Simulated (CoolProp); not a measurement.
Vapour-liquid equilibrium of R143a (1) + isobutane (2) at 281.1 K; x and y are mole fractions of (1).

Values from CoolProp's multi-fluid Helmholtz-energy mixture model, Lemmon and Jacobsen 2000 and Bücker 2006; pair parameters Bell 2016.

Task: Give the bubble pressure and the first vapour's composition at x = 0.575, 0.65, 0.725. Is there an azeotrope?

Result: x = 0.575: 0.6817 MPa, y = 0.781; x = 0.65: 0.7056 MPa, y = 0.807; x = 0.725: 0.7281 MPa, y = 0.835. No azeotrope shows between x = 0.05 and 0.95.

The pair parameters rest on a limited set of measurements; away from them the model extrapolates. With so large a gap from Raoult's law the liquid may split in two, which this calculation doesn't test in full.
